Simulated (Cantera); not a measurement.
Source: NASA polynomial tables (part measured, part estimated), evaluated in Cantera. Values are per mole of reaction as written; species without (g) are pure solids or liquids, kept so even where they would boil at 1 bar.

5 TiOCl₂(g) + 2 TiCl₃ → 4 TiCl₄ + Ti₃O₅

```csv
T (K),ΔH° (kJ),ΔS° (J/K),ΔG° (kJ),log10 K
423,-1481.2,-680.0,-1193.5,147.38
433,-1479.2,-675.5,-1186.8,143.16
443,-1477.3,-671.1,-1180.0,139.14
453,-1462.2,-637.4,-1173.4,135.30
463,?,?,?,?
473,-1458.5,-629.5,-1160.8,128.18
483,?,?,?,?
493,-1454.9,-622.0,-1148.2,121.66
503,?,?,?,?
513,?,?,?,?
```

Complete the blanks.


- 463, ΔH° (kJ): -1460.3
- 463, ΔS° (J/K): -633.4
- 463, ΔG° (kJ): -1167.1
- 463, log10 K: 131.66
- 483, ΔH° (kJ): -1456.7
- 483, ΔS° (J/K): -625.7
- 483, ΔG° (kJ): -1154.5
- 483, log10 K: 124.85
- 503, ΔH° (kJ): -1453.0
- 503, ΔS° (J/K): -618.3
- 503, ΔG° (kJ): -1142.0
- 503, log10 K: 118.59
- 513, ΔH° (kJ): -1451.2
- 513, ΔS° (J/K): -614.7
- 513, ΔG° (kJ): -1135.9
- 513, log10 K: 115.66
